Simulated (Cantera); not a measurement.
**CaO + HBr + N2 (oxide etching and cleaning by halides)**

A closed system holds: 1 mol CaO, 1.5 mol HBr, a varied amount of N2, equilibrated at 1223.15 K and 1.33 mbar.

Method: chemical equilibrium by Gibbs-energy minimisation in Cantera with the NASA 1993 tables (ideal gas, pure condensed phases). Candidate condensed phases: Br2, Ca, CaBr2, CaO, Ca(OH)2, H2O; 34 gas species. Rates play no part.

```tsv
n(N2) (mol)	x N2	x HBr	x CaBr2	x H2O	x Br	n CaO(s)
4.8	0.760	0.0952	0.0684	0.0684	0.00544	0.568
8.9	0.854	0.0575	0.0413	0.0413	0.00389	0.570
13	0.895	0.0411	0.0295	0.0295	0.00311	0.571
17	0.918	0.0322	0.0231	0.0231	0.00264	0.572
21	0.932	0.0264	0.0189	0.0189	0.00232	0.573
25	0.942	0.0224	0.0161	0.0161	0.00207	0.574
30	0.952	0.0188	0.0135	0.0135	0.00185	0.575
34	0.957	0.0166	0.0119	0.0119	0.00170	0.576
38	0.961	0.0149	0.0107	0.0107	0.00158	0.576
42	0.965	0.0135	0.00972	0.00972	0.00148	0.577
46	0.968	0.0124	0.00889	0.00889	0.00140	0.578
50	0.970	0.0114	0.00819	0.00819	0.00132	0.578
54	0.972	0.0106	0.00759	0.00759	0.00126	0.579
```
x: gas mole fraction; n: condensed amount in mol.

From 4.8 mol N2 to 54 mol N2 the condensed part is CaO(s). The main Ca-bearing gas is CaBr2 throughout. The share of Ca in condensed phases is highest at 54 mol N2 (57.9 %) and lowest at 4.8 mol N2 (56.8 %).
